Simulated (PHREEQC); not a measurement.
Make-up at 80 °C: 0.013 mol ZnCl2, 0.0093 mol H2SO4 and 0.077 mol H3BO3 per kg of water. Closed to the air; pH follows from the charge balance.

All values are PHREEQC results (ion-association model, phreeqc.dat), not measurements.

```
Property                   Value
----------------  --------------
pH                          1.96
ionic strength    0.0459 mol/kgw
total alkalinity    -18.6 meq/kg
```

| species | molality | activity | log γ |
|---|---|---|---|
| H3BO3 | 0.0770 | 0.0778 | 0.005 |
| Cl- | 0.0239 | 0.0191 | -0.096 |
| H+ | 0.0131 | 0.0110 | -0.074 |
| Zn+2 | 0.00949 | 0.00415 | -0.359 |
| HSO4- | 0.00553 | 0.00446 | -0.093 |
| SO4-2 | 0.00233 | 0.00102 | -0.361 |
| ZnCl+ | 0.00206 | 0.00165 | -0.095 |

Precipitation was switched off in this run. Complexes and solids missing from the database can't appear. Away from 25 °C the constants follow the database's enthalpies or fits; those with neither stay at their 25 °C values.
